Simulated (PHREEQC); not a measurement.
2.2 g of hydrous ferric oxide (600 m²/g; 0.2 weak and 0.005 strong sites per Fe, Dzombak-Morel constants, diffuse double layer) in 1 kg of water with 0.05 mol/kgw of an inert sodium salt and 0.049 mmol/kgw Na2HAsO4, at 25 °C; the pH is set by adding NaOH or the inert anion's acid. Oxygen is held at 0.21 atm. The system is closed to CO2. Precipitation was switched off in this run.

Base run: PHREEQC, ion-association model, wateq4f.dat. Each further column changes one thing. The table gives surface charge σ (C/m²).

| pH | base | background salt from 0.05 to 0.005 mol/kgw | oxide from 2.2 to 11 g/kgw |
|---|---|---|---|
| 3 | 0.353 | ? | 0.359 |
| 3.38 | 0.338 | ? | 0.345 |
| 4.12 | 0.279 | ? | 0.289 |
| 4.5 | 0.236 | 0.135 | 0.245 |
| 4.88 | 0.192 | ? | 0.200 |
| 5.62 | 0.116 | ? | 0.121 |
| 6 | 0.086 | 0.037 | 0.090 |
| 6.38 | 0.062 | 0.025 | 0.065 |
| 7.12 | 0.028 | 0.010 | 0.029 |
| 7.5 | 0.015 | 0.005 | 0.017 |
| 7.88 | 0.005 | 0.002 | 0.006 |
| 8.62 | -0.015 | ? | -0.014 |
| 9 | -0.028 | -0.010 | -0.027 |

Problem. Complete the blanks.

Solution. 
- 3, background salt from 0.05 to 0.005 mol/kgw: 0.310
- 3.38, background salt from 0.05 to 0.005 mol/kgw: 0.267
- 4.12, background salt from 0.05 to 0.005 mol/kgw: 0.176
- 4.88, background salt from 0.05 to 0.005 mol/kgw: 0.100
- 5.62, background salt from 0.05 to 0.005 mol/kgw: 0.053
- 8.62, background salt from 0.05 to 0.005 mol/kgw: -0.005

The oxide is taken as insoluble; below pH 4 it would dissolve.
